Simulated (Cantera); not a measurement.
Charge: 1 mol Si2H6, 0.21 mol O2, equilibrated at 75.0 Torr.

These are equilibrium values from Cantera (NASA tables, ideal gas, pure condensed phases), not measurements of a reactor. Candidate condensed phases: H2O, Si, SiO2; 18 gas species. The feed counts by its element totals alone. Mutual solubility and eutectic melting of coexisting phases are not modelled. The tables hold silica as quartz up to 1696 K and as liquid above; real silica turns to tridymite and cristobalite and melts near 1996 K. Gases not in the tables: Si2H6 and higher silanes. Equilibrium is a limit: real reactors are often held back by kinetics, nucleation or transport.

x: gas mole fraction; n: condensed amount in mol.

```
T (K)   x H2     x SiO       x H      x Si   x SiH  n Si(s)  n SiO2(α-quartz)  n SiO2(β-quartz)  n Si(l)
-----  -----  --------  --------  --------  ------  -------  ----------------  ----------------  -------
500     1.00    <1e-12    <1e-12    <1e-12  <1e-12     1.79             0.210                 0        0
700     1.00    <1e-12    <1e-12    <1e-12  <1e-12     1.79             0.210                 0        0
900     1.00  4.98e-11  3.70e-10    <1e-12  <1e-12     1.79                 0             0.210        0
1100    1.00   2.30e-7   8.18e-8    <1e-12       …     1.79                 0             0.210        0
1300   1.000   7.61e-5   3.50e-6  4.33e-10       …     1.79                 0             0.210        0
1500   0.995   0.00518   5.55e-5   1.05e-7       …     1.78                 0             0.202        0
1700   0.877     0.123  0.000436   6.79e-6       …        0                 0                 0     1.58
1900   0.875     0.123   0.00235  0.000126       …        0                 0                 0     1.58
2100   0.867     0.122   0.00917   0.00133       …        0                 0                 0     1.57
```

Complete the blanks.


- 1100, x SiH: 2.25e-12
- 1300, x SiH: 1.14e-9
- 1500, x SiH: 1.07e-7
- 1700, x SiH: 3.11e-6
- 1900, x SiH: 3.24e-5
- 2100, x SiH: 0.000213
